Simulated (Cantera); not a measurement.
An adiabatic, constant-volume homogeneous reactor starts with CH4 : O2 : N2 = 1 : 1.67 : 6.27 (molar parts), at 1648 K and 520000 Pa. Integrator tolerance rtol = 1e-08.

Model: GRI-Mech 3.0 (53 species, 325 reactions), integrated in Cantera. Above 3000 K some thermodynamic fits are extrapolated.

Problem. What does this change do: initial temperature 1648 to 1623 K?

Solution. 
| quantity | before | after |
|---|---|---|
| time of steepest temperature rise | 84.2 µs | 0.104 ms |
| temperature at 0.100 s | 3133 K | 3125 K |
| equilibrium temperature | 3133 K | 3125 K |
| x(CH4) at 0.100 s | <1e-12 (gas-phase equilibrium 1.14e-12) | <1e-12 (gas-phase equilibrium 1.13e-12) |
| x(O2) at 0.100 s | 0.00808 (gas-phase equilibrium 0.00808) | 0.00787 (gas-phase equilibrium 0.00787) |
| x(CH2) at 0.100 s | 4.37e-12 (gas-phase equilibrium 4.61e-12) | 4.17e-12 (gas-phase equilibrium 4.40e-12) |
| x(NO) at 0.100 s | 0.00995 (gas-phase equilibrium 0.00995) | 0.00973 (gas-phase equilibrium 0.00973) |
| x(C2H2) at 0.100 s | <1e-12 (gas-phase equilibrium <1e-12) | <1e-12 (gas-phase equilibrium <1e-12) |
| x(HCN) at 0.100 s | 5.33e-8 (gas-phase equilibrium 5.33e-8) | 5.25e-8 (gas-phase equilibrium 5.25e-8) |
| x(O) at 0.100 s | 0.00486 (gas-phase equilibrium 0.00486) | 0.00465 (gas-phase equilibrium 0.00465) |

Problem. What does this change do: constant pressure in place of constant volume?

Solution. 
```tsv
quantity	before	after
time of steepest temperature rise	84.2 µs	91.2 µs
temperature at 0.100 s	3133 K	2936 K
equilibrium temperature	3133 K	2936 K
x(CH4) at 0.100 s	<1e-12 (gas-phase equilibrium 1.14e-12)	<1e-12 (gas-phase equilibrium <1e-12)
x(O2) at 0.100 s	0.00808 (gas-phase equilibrium 0.00808)	0.00629 (gas-phase equilibrium 0.00629)
x(CH2) at 0.100 s	4.37e-12 (gas-phase equilibrium 4.61e-12)	<1e-12 (gas-phase equilibrium <1e-12)
x(NO) at 0.100 s	0.00995 (gas-phase equilibrium 0.00995)	0.00699 (gas-phase equilibrium 0.00699)
x(C2H2) at 0.100 s	<1e-12 (gas-phase equilibrium <1e-12)	<1e-12 (gas-phase equilibrium <1e-12)
x(HCN) at 0.100 s	5.33e-8 (gas-phase equilibrium 5.33e-8)	1.96e-8 (gas-phase equilibrium 1.96e-8)
x(O) at 0.100 s	0.00486 (gas-phase equilibrium 0.00486)	0.00317 (gas-phase equilibrium 0.00317)
```
